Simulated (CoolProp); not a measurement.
p-xylene along the isotherm 147.05 °C: Z from the reference equation and from simpler models built on Tc = 343.0 °C, pc = 3.532 MPa, ω = 0.324; each cubic takes its own stable root.

The numbers come from the reference Helmholtz-energy equation of state, Zhou 2012 in CoolProp.

| p (MPa) | phase | reference |
|---|---|---|
| 0.407 | liquid | 0.01661 |
| 0.815 | liquid | 0.03322 |
| 1.22 | liquid | 0.04968 |
| 1.63 | liquid | 0.06631 |
| 2.04 | liquid | 0.08292 |
| 2.44 | liquid | 0.09908 |
| 2.85 | liquid | 0.1156 |
| 3.26 | liquid | 0.1321 |
| 3.67 | liquid | 0.1486 |
| 4.07 | liquid | 0.1647 |
| 4.48 | liquid | 0.1811 |
| 4.89 | liquid | 0.1975 |
| 5.3 | liquid | 0.2139 |

Question: How far does each simpler model (van der Waals, Redlich-Kwong, Soave-Redlich-Kwong, Peng-Robinson) lie from the reference over these 13 states: mean and median of the absolute difference, and the worst?

Answer: 
- van der Waals: mean 480.1 %, median 72.6 %, worst +5371.4 % at 147.05 °C and 0.407 MPa
- Redlich-Kwong: mean 19.6 %, median 19.6 %, worst +20.5 % at 147.05 °C and 0.407 MPa
- Soave-Redlich-Kwong: mean 14.4 %, median 14.4 %, worst +14.8 % at 147.05 °C and 0.407 MPa
- Peng-Robinson: mean 1.3 %, median 1.3 %, worst +1.4 % at 147.05 °C and 0.407 MPa

At some of these states van der Waals gives the other phase, because its saturation line lies elsewhere.
